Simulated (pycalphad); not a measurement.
All values are pycalphad results on the COST 507 light-alloy database (1999) (1 atm), not direct measurements. The data set is of 1999 and partly superseded. Phase fractions are per mole of atoms. Kinetics are ignored, which matters at the lower temperatures.

Give the equilibrium state of Si-20.8C (at.%) at 2950 K.

liquid, fraction 0.719, with 9.4 C at.%; CSI, fraction 0.281, with 50.0 C at.%.

Give the equilibrium state of Si-20.8C (at.%) at 550 K.

diamond (Si), fraction 0.584, with <0.01 C at.%; CSI, fraction 0.416, with 50.0 C at.%.

Database names, with the compositions (at.%) that they take in these runs: CSI: Si 50 C 50.
